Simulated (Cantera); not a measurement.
Cantera with NASA thermochemical tables; ideal gases at 1 bar, condensed phases pure. Values are per mole of reaction as written; species without (g) are pure solids or liquids, kept so even where they would boil at 1 bar.

Task: Between 300 and 648 K, where is each reaction favourable under standard conditions?
- SO2(g) + 4 N(g) = S + 2 N2O(g)
- S2(g) + 6 NO(g) = 2 SO3(g) + 3 N2(g)
- 3 N(g) + O3(g) = 3 NO(g)

Result: 
- SO2(g) + 4 N(g) = S + 2 N2O(g): ΔG° is -1314 kJ at 300 K and -1178 kJ at 648 K; it stays negative (K > 1). ΔH° is -1430 kJ and ΔS° -389 J/K at 648 K.
- S2(g) + 6 NO(g) = 2 SO3(g) + 3 N2(g): ΔG° is -1346 kJ at 300 K and -1204 kJ at 648 K; it stays negative (K > 1). ΔH° is -1470 kJ and ΔS° -411 J/K at 648 K.
- 3 N(g) + O3(g) = 3 NO(g): ΔG° is -1266 kJ at 300 K and -1240 kJ at 648 K; it stays negative (K > 1). ΔH° is -1292 kJ and ΔS° -80 J/K at 648 K.
